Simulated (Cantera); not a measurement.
Standard-state values (1 bar) from the NASA 1993 polynomials, evaluated with Cantera. Values are per mole of reaction as written; species without (g) are pure solids or liquids, kept so even where they would boil at 1 bar.

Between 350 and 850 K, where is each reaction favourable under standard conditions?
- 7 NbO₂(g) + 4 NH₃(g) → 4 NO₂(g) + 7 Nb + 6 H₂O(g)


- 7 NbO₂(g) + 4 NH₃(g) → 4 NO₂(g) + 7 Nb + 6 H₂O(g): ΔG° is 386 kJ at 350 K and 534 kJ at 850 K; it stays positive (K < 1). ΔH° is 296 kJ and ΔS° -280 J/K at 850 K.
